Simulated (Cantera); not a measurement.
Ti(OiPr)₄ + CH₄ (titanium nitride, carbide and oxide coatings)

Feed: 1 mol Ti(OiPr)₄, 0.83 mol CH₄, held at 9.40 mbar.

Cantera equilibrium calculation (NASA polynomials, part measured and part estimated; ideal gas, pure solids and liquids). Candidate condensed phases: C, C₆H₆, C₇H₈, C₈H₁₈, H₂O, Ti, TiC, TiO, TiO₂, Ti₂O₃, Ti₃O₅, Ti₄O₇; 113 gas species. The feed counts by its element totals alone. TiC: taken at fixed stoichiometry. Rates play no part.

From 1425 K to 2175 K the condensed part is C(graphite) + TiC(s).

```tsv
T (K)	x H₂	x CO	x H	x C₂H₂ (acetylene)	x CH₄	x H₂O	x C₂H	n C(graphite)	n TiC(s)
1425	0.796	0.203	6.28e-5	2.81e-6	2.25e-5	4.63e-6	<1e-12	7.83	1.00
1500	0.796	0.203	0.000162	7.19e-6	1.53e-5	2.62e-6	2.75e-12	7.83	1.00
1575	0.796	0.203	0.000382	1.68e-5	1.08e-5	1.56e-6	2.36e-11	7.83	1.00
1650	0.796	0.203	0.000836	3.63e-5	7.91e-6	9.79e-7	1.67e-10	7.83	1.00
1725	0.795	0.203	0.00171	7.32e-5	5.93e-6	6.39e-7	9.89e-10	7.83	1.00
1800	0.793	0.203	0.00329	0.000139	4.55e-6	4.32e-7	5.06e-9	7.82	1.00
1875	0.791	0.203	0.00601	0.000251	3.56e-6	3.01e-7	2.26e-8	7.82	1.00
1950	0.787	0.202	0.0105	0.000430	2.83e-6	2.15e-7	9.01e-8	7.81	1.000
2025	0.780	0.202	0.0175	0.000706	2.27e-6	1.57e-7	3.23e-7	7.80	1.000
2100	0.770	0.201	0.0282	0.00111	1.84e-6	1.17e-7	1.05e-6	7.79	1.000
2175	0.756	0.199	0.0438	0.00169	1.49e-6	8.75e-8	3.15e-6	7.76	1.000
```
x: gas mole fraction; n: condensed amount in mol.
